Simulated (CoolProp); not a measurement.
Octamethyltrisiloxane (MDM) along the isotherm 575 K: fugacity coefficient from the reference equation and from simpler models built on Tc = 565.4 K, pc = 1.438 MPa, ω = 0.528; each cubic takes its own stable root.

The numbers come from the reference Helmholtz-energy equation of state, Thol 2017 in CoolProp.

```tsv
p (MPa)	phase	reference	van der Waals	Redlich-Kwong	Soave-Redlich-Kwong	Peng-Robinson
0.276	gas	0.9405	0.9455	0.9384	0.9394	0.9327
0.553	gas	0.8812	0.8912	0.8779	0.8799	0.8675
0.829	gas	0.8223	0.8369	0.8185	0.8216	0.8046
1.11	gas	0.7618	0.7807	0.7582	0.7626	0.7418
1.38	gas	0.7019	0.7241	0.6991	0.7050	0.6818
1.66	supercritical	0.6333	0.6529	0.6294	0.6401	0.6159
1.94	supercritical	0.5640	0.5880	0.5635	0.5752	0.5513
2.21	supercritical	0.5119	0.5402	0.5143	0.5257	0.5021
2.49	supercritical	0.4695	0.5014	0.4740	0.4850	0.4616
2.76	supercritical	0.4366	0.4715	0.4427	0.4534	0.4300
3.04	supercritical	0.4087	0.4465	0.4161	0.4265	0.4031
3.32	supercritical	0.3856	0.4259	0.3941	0.4042	0.3807
3.59	supercritical	0.3669	0.4095	0.3762	0.3860	0.3625
```
